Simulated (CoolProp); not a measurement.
Vapour pressure (bar) of R21: the reference equation beside estimates from Tc = 452.7 K, pc = 52.89 bar, ω = 0.206. Clausius-Clapeyron is anchored at 278.6 K with a constant enthalpy of vaporisation of 24.83 kJ/mol.

The numbers come from the reference Helmholtz-energy equation of state, Platzer 1990 in CoolProp. This equation is an older, rougher fit; its heat capacities, sound speeds and derivatives of the liquid may be far off and weren't checked against measurements.

| T (K) | reference | Lee-Kesler | Clausius-Clapeyron | van der Waals | Redlich-Kwong | Soave-Redlich-Kwong | Peng-Robinson |
|---|---|---|---|---|---|---|---|
| 278.6 | 0.8860 | 0.8744 | 0.8860 | 5.309 | 1.406 | 0.8786 | 0.8928 |
| 284.3 | 1.106 | 1.093 | 1.098 | 5.947 | 1.721 | 1.097 | 1.111 |
| 290.1 | 1.373 | 1.358 | 1.355 | 6.648 | 2.092 | 1.361 | 1.373 |
| 295.8 | 1.681 | 1.665 | 1.652 | 7.388 | 2.513 | 1.667 | 1.677 |
| 301.6 | 2.047 | 2.030 | 2.007 | 8.196 | 3.002 | 2.031 | 2.037 |
| 307.3 | 2.463 | 2.446 | 2.411 | 9.044 | 3.547 | 2.446 | 2.447 |
| 313.1 | 2.951 | 2.933 | 2.887 | 9.965 | 4.173 | 2.932 | 2.927 |
| 318.9 | 3.508 | 3.491 | 3.434 | 10.95 | 4.875 | 3.489 | 3.476 |
| 324.6 | 4.130 | 4.113 | 4.048 | 11.97 | 5.644 | 4.112 | 4.089 |
| 330.4 | 4.845 | 4.829 | 4.757 | 13.07 | 6.512 | 4.829 | 4.795 |

Absolute difference from the reference over all 10 rows, mean and median: Lee-Kesler 0.8 and 0.8 %, Clausius-Clapeyron 1.6 and 1.9 %, van der Waals 303.8 and 283.8 %, Redlich-Kwong 45.8 and 45.3 %, Soave-Redlich-Kwong 0.7 and 0.7 %, Peng-Robinson 0.6 and 0.7 %.
